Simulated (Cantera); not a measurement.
Input: 1 mol HMDSO, 5 mol O2, 0.71 mol H2, at 725 °C and 0.0330 bar.

Cantera equilibrium calculation (NASA polynomials, part measured and part estimated; ideal gas, pure solids and liquids). Candidate condensed phases: C, C6H6, C7H8, C8H18, H2O, Si, SiC, SiO2; 123 gas species. The feed counts by its element totals alone. Kinetics and transport are ignored.

Base state: H2 0.584, CO 0.352, H2O 0.0340, CO2 0.0297, CH4 8.94e-5 (mole fractions); condensed: SiO2(β-quartz).

Question: What changes in the equilibrium state with this change: temperature from 725 °C to 1102 °C?

Answer: 
| species | before | after |
|---|---|---|
| H2 | 0.584 | 0.570 |
| CO | 0.352 | 0.367 |
| H2O | 0.0340 | 0.0485 |
| CO2 | 0.0297 | 0.0151 |
| CH4 | 8.94e-5 | 3.48e-8 |
| H | 9.05e-9 | 1.42e-5 |
| SiO2(β-quartz), mol | 2.00 | 2.00 |
The tables hold silica as quartz up to 1696 K and as liquid above; real silica turns to tridymite and cristobalite and melts near 1996 K.
